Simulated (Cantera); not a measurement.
Source: NASA polynomial tables (part measured, part estimated), evaluated in Cantera. Values are per mole of reaction as written; species without (g) are pure solids or liquids, kept so even where they would boil at 1 bar.

2 B + 6 HCl(g) = 2 BCl₃(g) + 3 H₂(g)

```tsv
T (K)	ΔH° (kJ)	ΔS° (J/K)	ΔG° (kJ)	log10 K
300	-252.0	-160.6	-203.8	35.49
1773	-238.1	-138.1	6.7	-0.20
1823	-238.3	-138.1	13.6	-0.39
1873	-238.4	-138.2	20.5	-0.57
1923	-238.6	-138.4	27.4	-0.74
1973	-238.9	-138.5	34.3	-0.91
2023	-239.1	-138.6	41.3	-1.07
2073	-239.4	-138.7	48.2	-1.21
2123	?	?	?	?
2173	-240.1	-139.0	62.1	-1.49
2223	?	?	?	?
```

Complete the blanks.


- 2123, ΔH° (kJ): -239.7
- 2123, ΔS° (J/K): -138.9
- 2123, ΔG° (kJ): 55.1
- 2123, log10 K: -1.36
- 2223, ΔH° (kJ): -240.4
- 2223, ΔS° (J/K): -139.2
- 2223, ΔG° (kJ): 69.0
- 2223, log10 K: -1.62
